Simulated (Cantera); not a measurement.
Charge: 1 mol H2O, 11 mol N2, held at 12.0 Pa.

Equilibrium computed with Cantera from the NASA thermochemical tables; the gas is ideal and each condensed phase is pure. Candidate condensed phases: H2O; 24 gas species. Kinetics and transport are ignored.

x: gas mole fraction; nothing condenses.

```tsv
T (K)	x N2	x H2O	x H	x H2	x O
1723	0.913	0.0778	0.00108	0.00422	0.000222
1773	0.912	0.0754	…	…	…
1823	0.910	0.0723	0.00344	0.00757	0.000799
1873	0.906	0.0682	0.00581	0.00973	0.00143
1923	0.902	0.0631	0.00947	0.0121	0.00247
1973	0.896	…	…	…	…
2023	0.888	0.0492	0.0226	0.0169	0.00660
2073	0.878	0.0406	0.0329	0.0188	0.0102
```

Q: Fill in the missing entries.

A: 
- 1973, x H2O: 0.0567
- 1973, x H: 0.0149
- 1973, x H2: 0.0146
- 1973, x O: 0.00412
- 1773, x H: 0.00197
- 1773, x H2: 0.00573
- 1773, x O: 0.000430
